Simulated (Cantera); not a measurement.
Input (Python, Cantera) and output of one run.

```python
import numpy as np
import cantera as ct

gas_names = [...]  # 151 gases of nasa_gas.yaml made of C, H, N, O, Si
cond_names = """
    C(gr) C6H6(L) C7H8(L) C8H18(L),n-octa H2O(s) H2O(L) Si(cr) Si(L) SiC(b) SiO2(Lqz) SiO2(hqz) SiO2(L)
    Si2N2O(s) Si3N4(a)
""".split()


# ... load() reads the species with a 1 bar reference pressure and builds the phases ...
atoms = {
    'Si3N4': {'Si': 3, 'N': 4},
    'CO2': {'C': 1, 'O': 2},
    'H2': {'H': 2},
}
top_T = {'C(gr)': 4500, 'SiC(b)': 3050, 'Si2N2O(s)': 2100, 'Si3N4(a)': 2400}  # K; cautious upper limits of use, not melting points


# ... equilibrate(T, P, feed) seeds the gas with the atoms and calls Mixture.equilibrate('TP', solver="vcs", rtol=1e-11, max_steps=5000) ...
results = []
feed = {'Si3N4': 1, 'CO2': 2.8, 'H2': 3.7}  # mol
P = 0.5  # Pa
for T in [1023, 1173, 1323, 1473, 1623, 1773, 1923]:
    mix = equilibrate(T, P, feed)
    results.append((T, P, feed, dict(zip(mix.species_names, mix.species_moles))))

top = {s: max(r[3][s] / sum(r[3][g] for g in gas_names) for r in results) for s in gas_names}
cols = sorted((s for s in top if top[s] > 1e-06), key=lambda s: -top[s])[:5]
seen = [c for c in cond_names if any(r[3].get(c, 0) > 1e-12 for r in results)]
print("log10 of partial pressures in bar; condensed amounts in mol")
print(f"{'T/K':>10s}" + "".join(f"{s[:9]:>10s}" for s in cols + seen))
for T, P, feed, n in results:
    ng = sum(n[g] for g in gas_names)
    print(f"{T:10.4g}" + "".join(f"{np.log10(max(n[s] / ng * P / 1e5, 1e-99)):10.3f}" for s in cols)
          + "".join(f"{n.get(c, 0):10.4g}" for c in seen))
```

It prints:

```
log10 of partial pressures in bar; condensed amounts in mol
       T/K        H2        CO       SiO         H        N2    SiC(b) SiO2(hqz) Si2N2O(s)
      1023    -5.604    -5.725   -11.804   -11.185    -6.202         0    0.8667     1.067
      1173    -5.604    -5.725    -8.484    -9.731    -6.202         0     0.865     1.065
      1323    -5.752    -5.873    -5.965    -8.676    -6.093         0     0.112     0.312
      1473    -5.789    -5.923    -5.893    -7.792    -6.054   0.09894         0         0
      1623    -5.804    -5.923    -5.904    -7.063    -6.060   0.06206         0         0
      1773    -5.858    -5.929    -5.929    -6.475    -6.076         0         0         0
      1923    -6.005    -5.957    -5.957    -6.028    -6.103         0         0         0
```

Equilibrium computed with Cantera from the NASA thermochemical tables; the gas is ideal and each condensed phase is pure. Mutual solubility and eutectic melting of coexisting phases are not modelled. The tables hold silica as quartz up to 1696 K and as liquid above; real silica turns to tridymite and cristobalite and melts near 1996 K.
